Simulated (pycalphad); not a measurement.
CALPHAD calculation (pycalphad, COST 507 light-alloy database (1999)), 1 atm. These are 1990s assessments: newer ones move some temperatures and phases. Phase fractions are per mole of atoms. Diffusion is slow at the low end, where real alloys seldom reach equilibrium.

Give the equilibrium state of Ti-3.96Hf-0.3598B (wt.%) at 1850 K.

BCC_A2, fraction 0.663, with 4.0 Hf, 0.03 B wt.%; LIQUID, fraction 0.337, with 3.8 Hf, 1.0 B wt.%.

Give the equilibrium state of Ti-3.96Hf-0.3598B (wt.%) at 600 K.

HCP_A3, fraction 0.968, with 4.0 Hf, <0.01 B wt.%; BM, fraction 0.032, with 0.15 Hf, 18.4 B wt.%.

Database names, with the compositions (at.%) that they take in these runs: BM: Ti 50 B 50. BCC_A2 is bcc; HCP_A3 is hcp.
